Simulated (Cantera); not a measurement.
Feed: 1 mol TEOS, 1.5 mol CO₂, 0.17 mol H₂, at 70.0 mbar.

Equilibrium computed with Cantera from the NASA thermochemical tables; the gas is ideal and each condensed phase is pure. Candidate condensed phases: C, C₆H₆, C₇H₈, C₈H₁₈, H₂O, Si, SiC, SiO₂; 123 gas species. The feed counts by its element totals alone. The tables hold silica as quartz up to 1696 K and as liquid above; real silica turns to tridymite and cristobalite and melts near 1996 K. Rates play no part.

x: gas mole fraction; n: condensed amount in mol.

| T (K) | x H₂ | x H₂O | x CO | x CH₄ | x CO₂ | n C(graphite) | n SiO₂(α-quartz) | n SiO₂(β-quartz) | n SiC(s) |
|---|---|---|---|---|---|---|---|---|---|
| 575 | 0.152 | 0.455 | 0.000647 | 0.316 | 0.0767 | 6.27 | 1.00 | 0 | 0 |
| 675 | 0.408 | 0.312 | 0.0108 | 0.170 | 0.0991 | 6.81 | 1.00 | 0 | 0 |
| 775 | ? | ? | ? | ? | 0.0993 | 6.80 | 1.00 | 0 | 0 |
| 875 | 0.666 | 0.0446 | 0.235 | 0.0135 | 0.0415 | 5.50 | 0 | 1.00 | 0 |
| 975 | 0.667 | 0.00880 | 0.314 | 0.00391 | 0.00663 | 4.67 | 0 | 1.00 | 0 |
| 1075 | 0.669 | 0.00193 | 0.327 | 0.00141 | 0.00102 | 4.52 | 0 | 1.00 | 0 |
| 1175 | 0.670 | 0.000535 | 0.329 | 0.000601 | 0.000205 | 4.50 | 0 | 1.00 | 0 |
| 1275 | 0.670 | ? | 0.329 | ? | ? | 4.50 | 0 | 1.000 | 0 |
| 1375 | 0.670 | 7.11e-5 | 0.330 | 0.000156 | 1.69e-5 | 4.50 | 0 | 1.000 | 0 |
| 1475 | 0.670 | 3.19e-5 | 0.330 | 9.13e-5 | 6.32e-6 | 4.50 | 0 | 0.996 | 0 |
| 1575 | 0.592 | 1.73e-5 | 0.407 | 4.46e-5 | 4.09e-6 | 1.54 | 0 | 0 | 0.982 |

Question: Fill in the missing entries.

Answer: 
- 775, x H₂: 0.615
- 775, x H₂O: 0.153
- 775, x CO: 0.0789
- 775, x CH₄: 0.0541
- 1275, x H₂O: 0.000180
- 1275, x CH₄: 0.000291
- 1275, x CO₂: 5.33e-5
